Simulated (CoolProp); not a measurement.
Properties of carbonyl sulfide along the isotherm 33.75 °C (Tc = 105.6 °C, pc = 63.69 bar, ω = 0.098).

Computed with CoolProp (reference Helmholtz-energy equation of state, Lemmon 2006). It is a short technical equation, of lower accuracy than the large ones.

```json
[
 {"p (bar)": "0.101", "phase": "gas", "Joule-Thomson coefficient (K/MPa)": "18.59", "isothermal compressibility (1/MPa)": "99.11", "fugacity coefficient": "0.9990"},
 {"p (bar)": "0.163", "phase": "gas", "Joule-Thomson coefficient (K/MPa)": "18.59", "isothermal compressibility (1/MPa)": "61.45", "fugacity coefficient": "0.9984"},
 {"p (bar)": "0.263", "phase": "gas", "Joule-Thomson coefficient (K/MPa)": "18.61", "isothermal compressibility (1/MPa)": "38.12", "fugacity coefficient": "0.9974"},
 {"p (bar)": "0.425", "phase": "gas", "Joule-Thomson coefficient (K/MPa)": "18.62", "isothermal compressibility (1/MPa)": "23.63", "fugacity coefficient": "0.9958"},
 {"p (bar)": "0.686", "phase": "gas", "Joule-Thomson coefficient (K/MPa)": "18.66", "isothermal compressibility (1/MPa)": "14.68", "fugacity coefficient": "0.9932"},
 {"p (bar)": "1.11", "phase": "gas", "Joule-Thomson coefficient (K/MPa)": "18.71", "isothermal compressibility (1/MPa)": "9.112", "fugacity coefficient": "0.9889"},
 {"p (bar)": "1.79", "phase": "gas", "Joule-Thomson coefficient (K/MPa)": "18.79", "isothermal compressibility (1/MPa)": "5.692", "fugacity coefficient": "0.9822"},
 {"p (bar)": "2.89", "phase": "gas", "Joule-Thomson coefficient (K/MPa)": "18.94", "isothermal compressibility (1/MPa)": "3.569", "fugacity coefficient": "0.9712"},
 {"p (bar)": "4.67", "phase": "gas", "Joule-Thomson coefficient (K/MPa)": "19.21", "isothermal compressibility (1/MPa)": "2.256", "fugacity coefficient": "0.9535"},
 {"p (bar)": "7.55", "phase": "gas", "Joule-Thomson coefficient (K/MPa)": "19.71", "isothermal compressibility (1/MPa)": "1.452", "fugacity coefficient": "0.9249"},
 {"p (bar)": "12.2", "phase": "gas", "Joule-Thomson coefficient (K/MPa)": "20.76", "isothermal compressibility (1/MPa)": "0.9756", "fugacity coefficient": "0.8784"},
 {"p (bar)": "19.7", "phase": "liquid", "Joule-Thomson coefficient (K/MPa)": "0.02250", "isothermal compressibility (1/MPa)": "0.005129", "fugacity coefficient": "0.6825"},
 {"p (bar)": "31.8", "phase": "liquid", "Joule-Thomson coefficient (K/MPa)": "-0.009900", "isothermal compressibility (1/MPa)": "0.004808", "fugacity coefficient": "0.4354"}
]
```
